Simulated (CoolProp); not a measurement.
Vapour-liquid equilibrium of methanol (1) + ethanol (2) at 395.6 K; x and y are mole fractions of (1).

Model: multi-fluid Helmholtz-energy mixture model, de Reuck 1993 and Schroeder 2014; pair parameters Bell 2016, in CoolProp.

Task: Give the bubble pressure and the first vapour's composition at x = 0.15, 0.25, 0.85. Is there an azeotrope?

Result: x = 0.15: 493.4 kPa, y = 0.200; x = 0.25: 514.5 kPa, y = 0.319; x = 0.85: 647.6 kPa, y = 0.891. No azeotrope shows between x = 0.05 and 0.95.

The pair parameters rest on a limited set of measurements; away from them the model extrapolates.
